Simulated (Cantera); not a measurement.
**Formation from one mole of O2**

Source: NASA polynomial tables (part measured, part estimated), evaluated in Cantera. Values are per mole of reaction as written; species without (g) are pure solids or liquids, kept so even where they would boil at 1 bar.

2 H2(g) + O2(g) = 2 H2O(g)

```json
[
 {"T (K)": "300", "ΔH° (kJ)": "-483.7", "ΔS° (J/K)": "-89.0", "ΔG° (kJ)": "-457.0", "log10 K": "79.57"},
 {"T (K)": "1773", "ΔH° (kJ)": "-501.9", "ΔS° (J/K)": "-115.4", "ΔG° (kJ)": "-297.3", "log10 K": "8.76"},
 {"T (K)": "1873", "ΔH° (kJ)": "-502.3", "ΔS° (J/K)": "-115.6", "ΔG° (kJ)": "-285.8", "log10 K": "7.97"},
 {"T (K)": "1973", "ΔH° (kJ)": "-502.6", "ΔS° (J/K)": "-115.8", "ΔG° (kJ)": "-274.2", "log10 K": "7.26"},
 {"T (K)": "2073", "ΔH° (kJ)": "-502.9", "ΔS° (J/K)": "-115.9", "ΔG° (kJ)": "-262.6", "log10 K": "6.62"},
 {"T (K)": "2173", "ΔH° (kJ)": "-503.1", "ΔS° (J/K)": "-116.0", "ΔG° (kJ)": "-251.0", "log10 K": "6.03"},
 {"T (K)": "2273", "ΔH° (kJ)": "-503.3", "ΔS° (J/K)": "-116.1", "ΔG° (kJ)": "-239.4", "log10 K": "5.50"},
 {"T (K)": "2373", "ΔH° (kJ)": "-503.4", "ΔS° (J/K)": "-116.2", "ΔG° (kJ)": "-227.8", "log10 K": "5.01"}
]
```

2 C + O2(g) = 2 CO(g)

| T (K) | ΔH° (kJ) | ΔS° (J/K) | ΔG° (kJ) | log10 K |
|---|---|---|---|---|
| 300 | -221.0 | 178.8 | -274.7 | 47.82 |
| 1773 | -234.4 | 169.0 | -534.0 | 15.73 |
| 1873 | -235.9 | 168.1 | -550.8 | 15.36 |
| 1973 | -237.4 | 167.3 | -567.6 | 15.03 |
| 2073 | -239.0 | 166.6 | -584.3 | 14.72 |
| 2173 | -240.6 | 165.8 | -600.9 | 14.44 |
| 2273 | -242.2 | 165.1 | -617.5 | 14.19 |
| 2373 | -243.9 | 164.4 | -633.9 | 13.95 |

2 Si + O2(g) = 2 SiO(g)

```
T (K)  ΔH° (kJ)  ΔS° (J/K)  ΔG° (kJ)  log10 K  condensed phases
-----  --------  ---------  --------  -------  ----------------
300      -200.9      180.3    -255.0    44.39             Si(s)
1773     -325.7       93.8    -492.1    14.50             Si(l)
1873     -327.5       92.9    -501.4    13.98             Si(l)
1973     -329.2       92.0    -510.7    13.52             Si(l)
2073     -331.0       91.1    -519.8    13.10             Si(l)
2173     -332.7       90.3    -528.9    12.71             Si(l)
2273     -334.5       89.5    -537.9    12.36             Si(l)
2373     -336.3       88.7    -546.8    12.04             Si(l)
```

Ta + O2(g) = TaO2(g)

```tsv
T (K)	ΔH° (kJ)	ΔS° (J/K)	ΔG° (kJ)	log10 K
300	-200.9	33.6	-210.9	36.73
1773	-212.4	19.7	-247.5	7.29
1873	-213.5	19.2	-249.4	6.96
1973	-214.6	18.6	-251.3	6.65
2073	-215.7	18.1	-253.1	6.38
2173	-216.9	17.5	-254.9	6.13
2273	-218.1	16.9	-256.6	5.90
2373	-219.5	16.4	-258.3	5.69
```
